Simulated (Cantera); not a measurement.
Mixture: CH₄ : O₂ : N₂ : H₂O = 1 : 1.18 : 4.42 : 0.33 (molar parts), at 100000 Pa, adiabatic and at constant volume. Ignition delay is the time to a rise of 400 K.

Detailed kinetics in Cantera: GRI-Mech 3.0 (53 species, 325 reactions).

Predict: delay at 1275 K; delay at 1350 K; delay at 1425 K; delay at 1500 K; delay at 1575 K; delay at 1650 K; delay at 1725 K; apparent activation energy between 1575 and 1725 K.


```json
{
 "delay at 1275 K": "23.3 ms",
 "delay at 1350 K": "8.88 ms",
 "delay at 1425 K": "3.59 ms",
 "delay at 1500 K": "1.54 ms",
 "delay at 1575 K": "0.715 ms",
 "delay at 1650 K": "0.359 ms",
 "delay at 1725 K": "0.195 ms",
 "apparent activation energy between 1575 and 1725 K": "200 kJ/mol"
}
```
